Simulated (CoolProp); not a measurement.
Computed with CoolProp (reference Helmholtz-energy equation of state, Lemmon 2016).

**Question.** For R365MFC, give the phase and the cv (kJ/(kg K)), speed of sound (m/s), Joule-Thomson coefficient (K/MPa), isothermal compressibility (1/MPa) at 408.7 K and 131 bar.

**Answer.** 
- 408.7 K and 131 bar: liquid; cv 1.21, speed of sound 483, Joule-Thomson coefficient -0.0648, isothermal compressibility 0.00523
